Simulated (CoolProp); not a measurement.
1,2-dichloroethane along the isobar 7030 kPa: Z from the reference equation and from simpler models built on Tc = 288.4 °C, pc = 5226 kPa, ω = 0.269; each cubic takes its own stable root.

Values from CoolProp's reference Helmholtz-energy equation of state, Thol 2015.

```
T (°C)   phase  reference
------  ------  ---------
134.65  liquid     0.1891
141.25  liquid     0.1880
147.85  liquid     0.1871
154.45  liquid     0.1863
161.05  liquid     0.1856
167.55  liquid     0.1850
174.15  liquid     0.1845
180.75  liquid     0.1841
187.35  liquid     0.1838
193.95  liquid     0.1837
200.55  liquid     0.1837
207.05  liquid     0.1839
213.65  liquid     0.1842
220.25  liquid     0.1846
226.85  liquid     0.1853
```

Question: How far does each simpler model (van der Waals, Redlich-Kwong, Soave-Redlich-Kwong, Peng-Robinson) lie from the reference over these 15 states: mean and median of the absolute difference, and the worst?

Answer: 
- van der Waals: mean 65.3 %, median 65.3 %, worst +67.6 % at 134.65 °C and 7030 kPa
- Redlich-Kwong: mean 19.5 %, median 19.3 %, worst +21.7 % at 226.85 °C and 7030 kPa
- Soave-Redlich-Kwong: mean 15.0 %, median 14.7 %, worst +17.3 % at 226.85 °C and 7030 kPa
- Peng-Robinson: mean 1.8 %, median 1.5 %, worst +3.9 % at 226.85 °C and 7030 kPa
